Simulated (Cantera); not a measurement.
An isothermal, constant-pressure homogeneous reactor starts with 2.70 % CO, 0.290 % O₂, 0.435 % H₂O, 96.6 % N₂, equivalence ratio 4.7, at 1000 K and 130000 Pa.

Computed with Cantera and GRI-Mech 3.0 (53 species, 325 reactions).

**Question.** Predict: x(CO) at 10.0 s; x(O₂) at 10.0 s; x(H₂O) at 10.0 s; x(CO₂) at 10.0 s; x(H₂) at 10.0 s.

**Answer.** 
```
Item                                                Result
----------------  ----------------------------------------
x(CO) at 10.0 s      0.0204 (gas-phase equilibrium 0.0181)
x(O₂) at 10.0 s     6.23e-8 (gas-phase equilibrium <1e-12)
x(H₂O) at 10.0 s   0.00350 (gas-phase equilibrium 0.00113)
x(CO₂) at 10.0 s   0.00667 (gas-phase equilibrium 0.00904)
x(H₂) at 10.0 s   0.000863 (gas-phase equilibrium 0.00323)
```
